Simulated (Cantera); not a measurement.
A closed system holds: 1 mol FeS2, 0.44 mol SO3, 1.2 mol N2, held at 1448 K.

Equilibrium computed with Cantera from the NASA thermochemical tables; the gas is ideal and each condensed phase is pure. Candidate condensed phases: Fe, FeO, FeS, FeSO4, FeS2, Fe2O3, Fe2(SO4)3, Fe3O4, S; 19 gas species. Metal and sulfide melt together well below either melting point, which pure phases cannot show. Mutual solubility and eutectic melting of coexisting phases are not modelled. The tables' stoichiometric FeO is somewhat more stable than real wüstite, so its field is too wide. FeO, FeS: taken at fixed stoichiometry. Kinetics and transport are ignored.

Q: Which condensed phases are stable at each of these points (P (Pa)): 1000, 3000, 8800, 26000, 77000, 230000, 680000, 2000000?

A: 
| P (Pa) | condensed phases | Fe condensed (%) |
|---|---|---|
| 1000 | FeO(s) + FeS(s) | 100.0 |
| 3000 | FeS(s) | 100.0 |
| 8800 | FeS(s) | 100.0 |
| 26000 | FeS(s) | 100.0 |
| 77000 | FeS(s) | 100.0 |
| 230000 | FeS(s) | 100.0 |
| 680000 | FeS(s) | 100.0 |
| 2000000 | FeS(s) | 100.0 |

At 10.0 mbar the condensed part is FeO(s) + FeS(s). From 30.0 mbar to 20.0 bar the condensed part is FeS(s).
